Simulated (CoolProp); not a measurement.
Vapour-liquid equilibrium of dimethyl ether (1) + 1-butene (2) at 0.047 bar; x and y are mole fractions of (1).

The numbers come from the multi-fluid Helmholtz-energy mixture model, Wu 2011 and Lemmon 2005; pair parameters Bell 2016 in CoolProp.

```
x      bubble temperature, mixture model (K)  bubble temperature, Raoult's law (K)  y, mixture model  y, Raoult's law
-----  -------------------------------------  ------------------------------------  ----------------  ---------------
0.05                                   206.1                                 206.9             0.162            0.116
0.125                                  204.0                                 205.5             0.336            0.263
0.2                                    202.3                                 204.2             0.458            0.386
0.275                                  201.0                                 203.1             0.549            0.489
0.35                                   199.9                                 202.0             0.619            0.577
0.425                                  199.0                                 201.0             0.677            0.653
0.5                                    198.2                                 200.0             0.725            0.719
0.575                                  197.6                                 199.2             0.768            0.776
0.65                                   197.0                                 198.4             0.807            0.827
0.725                                  196.6                                 197.6             0.845            0.872
0.8                                    196.1                                 196.9             0.883            0.912
0.875                                  195.7                                 196.2             0.923            0.948
0.95                                   195.4                                 195.6             0.967            0.980
```

The largest gap from Raoult's law is -2.1 K in bubble temperature, at x = 0.35. No azeotrope shows between x = 0.05 and 0.95.

Pair parameters are fitted to limited data, so mixtures are less certain than the pure fluids.
